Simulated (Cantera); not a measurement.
**Thermodynamics of metals in furnace atmospheres, feed Cu + H₂O + H₂**

Input: 1 mol Cu, 7.6 mol H₂O, 4.6 mol H₂, at 1.33 mbar.

These are equilibrium values from Cantera (NASA tables, ideal gas, pure condensed phases), not measurements of a reactor. Candidate condensed phases: Cu, CuO, Cu(OH)₂, Cu₂O, H₂O; 12 gas species. Equilibrium is a limit: real reactors are often held back by kinetics, nucleation or transport.

```
T (K)  x H₂O   x H₂      x Cu       x H      x OH  n Cu(s)  n Cu(l)
-----  -----  -----  --------  --------  --------  -------  -------
848    0.623  0.377  8.72e-12  3.20e-10    <1e-12     1.00        0
948    0.623  0.377   1.30e-9   8.82e-9  2.11e-11     1.00        0
1048   0.623  0.377   7.34e-8   1.30e-7  6.76e-10    1.000        0
1148   0.623  0.377   2.04e-6   1.20e-6   1.19e-8    1.000        0
1248   0.623  0.377   3.30e-5   7.85e-6   1.33e-7    1.000        0
1348   0.623  0.377  0.000351   3.89e-5   1.03e-6    0.996        0
1448   0.621  0.376   0.00249  0.000155   6.09e-6        0    0.970
1548   0.614  0.372    0.0135  0.000514   2.84e-5        0    0.833
1648   0.585  0.354    0.0592   0.00145  0.000108        0    0.230
1748   0.574  0.346    0.0755   0.00368  0.000356        0        0
1848   0.572  0.343    0.0754   0.00851   0.00104        0        0
1948   0.567  0.337    0.0749    0.0180   0.00273        0        0
```
x: gas mole fraction; n: condensed amount in mol.

From 848 K to 1348 K the condensed part is Cu(s). From 1448 K to 1648 K the condensed part is Cu(l). From 1748 K to 1948 K nothing is condensed.
